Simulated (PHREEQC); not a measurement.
Consider water at 25 °C with 0.21 mol/kgw CuSO4, 0.053 mol/kgw HBF4 and 0.0058 mol/kgw NaCl. Closed to the air; pH follows from the charge balance.

The numbers come from PHREEQC with the ion-association model, wateq4f.dat.

```
quantity                         before   after
-------------------------------  ------  ------
pH                                 1.86    1.65
ionic strength (mol/kgw)          0.450   0.475
Cu+2 (mol/kgw)                    0.115   0.122
CuSO4 (mol/kgw)                  0.0943  0.0870
SI of Chalcanthite (CuSO4:5H2O)   -0.67   -0.70
SI of CuF2:2H2O (CuF2:2H2O)       -3.73   -3.97
```

Which change was made?
(A) diluted 10-fold with water
(B) HBF4 from 0.053 to 0.0795 mol/kgw
(C) temperature from 25 to 55 °C
(D) temperature from 25 to 90 °C
(E) diluted 2-fold with water

B, HBF4 from 0.053 to 0.0795 mol/kgw

This is a speciation only: nothing precipitates in the calculation. Real BF4- forms and hydrolyses slowly; the run takes it at equilibrium.
